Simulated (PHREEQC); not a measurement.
Make-up at 25 °C: 0.0014 mol/kgw CaSO4, 0.079 mol/kgw Na2HPO4 and 3.5e-05 mol/kgw KCl. Closed to the air; pH follows from the charge balance.

All values are PHREEQC results (ion-association model, phreeqc.dat), not measurements.

No solid was allowed to form.

### Question
What pH does the model give?

### Answer
pH 8.70.

### Question
In which forms is Na present?

### Answer
Na+ 96 %, NaHPO4- 3.8 % of the Na.

Saturation is exceeded, for instance for Hydroxyapatite; the values hold only as long as no solid forms. Complexes and solids missing from the database can't appear.
